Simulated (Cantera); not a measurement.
An adiabatic, constant-volume homogeneous reactor starts with 3.71 % CH₄, 0.556 % CO, 17.1 % O₂, 78.6 % N₂, equivalence ratio 0.45, at 1800 K and 10.0 bar.

Detailed kinetics in Cantera: GRI-Mech 3.0 (53 species, 325 reactions).

Predict: time of steepest temperature rise; temperature at 0.200 s; equilibrium temperature; x(CO) at 0.200 s; x(O₂) at 0.200 s; x(NO) at 0.200 s; x(H₂O₂) at 0.200 s.


```
Item                                                                Result
---------------------------------  ---------------------------------------
time of steepest temperature rise                                  16.1 µs
temperature at 0.200 s                                              2678 K
equilibrium temperature                                             2678 K
x(CO) at 0.200 s                   0.00316 (gas-phase equilibrium 0.00316)
x(O₂) at 0.200 s                     0.0829 (gas-phase equilibrium 0.0829)
x(NO) at 0.200 s                     0.0192 (gas-phase equilibrium 0.0192)
x(H₂O₂) at 0.200 s                 7.72e-7 (gas-phase equilibrium 7.72e-7)
```
